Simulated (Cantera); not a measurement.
A Cantera script and its output.

```python
import numpy as np
import cantera as ct

gas = ct.Solution("gri30.yaml")
gas.TPX = 1600, 60000, {'CH4': 1, 'H2': 37}
reactor = ct.IdealGasConstPressureReactor(gas, energy="off", clone=False)
net = ct.ReactorNet([reactor])
net.rtol, net.atol = 1e-08, 1e-18
show = ['CH4', 'H2', 'C2H4', 'CH3', 'CH2', 'C2H2']
times = np.geomspace(8e-05, 8, 11)

steps = ct.SolutionArray(gas, extra=["t"])
rows = []
print(f"{'t/s':>10s}{'T/K':>9s}{'P/Pa':>11s}" + "".join(f"{s:>11s}" for s in show))
for t in times:
    while net.time < t:
        t_next = net.step()
        steps.append(gas.state, t=t_next)
    rows.append([np.interp(t, steps.t, y) for y in (steps.T, steps.P, *steps(*show).X.T)])
    print(f"{t:10.3e}{rows[-1][0]:9.1f}{rows[-1][1]:11.4g}" + "".join(f"{x:11.3e}" for x in rows[-1][2:]))
rate = np.gradient(steps.T, steps.t)
print("integrator steps:", len(steps.t))
if steps.T.max() > steps.T[0] + 200:
    print(f"time of steepest temperature rise: {steps.t[rate.argmax()]:.4e} s")
gas.TPX = 1600, 60000, {'CH4': 1, 'H2': 37}
gas.equilibrate("TP")
print(f"equilibrium (TP): T = {gas.T:.1f} K  " + "  ".join(f"{s} {gas[s].X[0]:.3e}" for s in show))
```

It prints:

```
       t/s      T/K       P/Pa        CH4         H2       C2H4        CH3        CH2       C2H2
 8.000e-05   1600.0      6e+04  2.631e-02  9.737e-01  4.404e-10  3.070e-06  1.589e-11  6.212e-13
 2.530e-04   1600.0      6e+04  2.631e-02  9.737e-01  1.533e-08  9.465e-06  1.543e-10  1.031e-10
 8.000e-04   1600.0      6e+04  2.629e-02  9.736e-01  6.032e-07  2.491e-05  1.073e-09  2.455e-08
 2.530e-03   1600.0      6e+04  2.625e-02  9.736e-01  8.018e-06  3.613e-05  2.254e-09  2.185e-06
 8.000e-03   1600.0      6e+04  2.617e-02  9.737e-01  2.033e-05  3.641e-05  2.298e-09  2.854e-05
 2.530e-02   1600.0      6e+04  2.593e-02  9.738e-01  2.892e-05  3.609e-05  2.279e-09  1.403e-04
 8.000e-02   1600.0      6e+04  2.519e-02  9.742e-01  4.958e-05  3.512e-05  2.223e-09  4.820e-04
 2.530e-01   1600.0      6e+04  2.316e-02  9.752e-01  1.061e-04  3.247e-05  2.069e-09  1.414e-03
 8.000e-01   1600.0      6e+04  1.898e-02  9.774e-01  2.239e-04  2.693e-05  1.744e-09  3.339e-03
 2.530e+00   1600.0      6e+04  1.463e-02  9.796e-01  3.477e-04  2.111e-05  1.397e-09  5.338e-03
 8.000e+00   1600.0      6e+04  1.366e-02  9.801e-01  3.754e-04  1.980e-05  1.318e-09  5.782e-03
integrator steps: 587
equilibrium (TP): T = 1600.0 K  CH4 1.366e-02  H2 9.801e-01  C2H4 3.756e-04  CH3 1.979e-05  CH2 1.318e-09  C2H2 5.785e-03
```

Computed with Cantera and GRI-Mech 3.0 (53 species, 325 reactions). GRI-Mech 3.0 stops at C3 and has no aromatics, soot or wall deposition, so with more carbon than oxygen in the feed, carbon stays in small species such as C2H2 where larger ones or solid carbon would form.
